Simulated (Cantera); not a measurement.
An isothermal plug-flow reactor at 1050 K and 100000 Pa (inlet), inlet velocity 0.6 m/s, active area per volume 5900 1/m; feed CH₄ : O₂ : N₂ = 0.0039 : 0.037 : 0.79 (molar parts).

Computed with Cantera and Deutschmann's 1995 Pt surface mechanism with GRI-Mech 3.0 gas chemistry. Catalytic surfaces can have several steady states; this one follows from the mechanism file's or the stated starting coverage. Mass transfer to the wall is taken as infinitely fast.

x: gas mole fraction; θ: surface coverage.

| z (m) | x CH₄ | x O₂ | x H₂O | x CO₂ | x CO | θ free Pt | θ O* | θ OH* |
|---|---|---|---|---|---|---|---|---|
| 0.00012 | 0.00375 | 0.0426 | [?] | 0.000942 | 2.79e-6 | 0.304 | 0.695 | 0.000776 |
| 0.00019 | 0.00328 | 0.0417 | [?] | 0.00141 | 2.45e-6 | 0.305 | 0.694 | 0.000942 |
| 0.00032 | 0.00256 | 0.0403 | [?] | 0.00213 | 1.92e-6 | 0.307 | 0.692 | 0.00115 |
| 0.00054 | 0.00167 | 0.0385 | [?] | 0.00302 | 1.26e-6 | 0.309 | 0.690 | 0.00137 |
| 0.0009 | 0.000822 | 0.0368 | [?] | 0.00387 | 6.23e-7 | 0.311 | 0.687 | 0.00155 |
| 0.0015 | 0.000248 | 0.0356 | 0.00889 | 0.00444 | 1.89e-7 | 0.312 | 0.686 | 0.00166 |
| 0.0025 | 3.32e-5 | 0.0352 | 0.00931 | 0.00466 | 2.54e-8 | 0.313 | 0.685 | 0.00170 |
| 0.0042 | 1.09e-6 | 0.0352 | 0.00938 | 0.00469 | 9.62e-10 | 0.313 | 0.685 | 0.00171 |
| 0.007 | 9.63e-9 | 0.0351 | 0.00938 | 0.00469 | 1.11e-10 | 0.313 | 0.685 | 0.00171 |
| 0.012 | 9.29e-10 | 0.0351 | 0.00938 | 0.00469 | 8.67e-11 | 0.313 | 0.685 | 0.00171 |

Problem. Fill in the missing entries.

Solution. 
- 0.00012, x H₂O: 0.00189
- 0.00019, x H₂O: 0.00282
- 0.00032, x H₂O: 0.00426
- 0.00054, x H₂O: 0.00604
- 0.0009, x H₂O: 0.00774
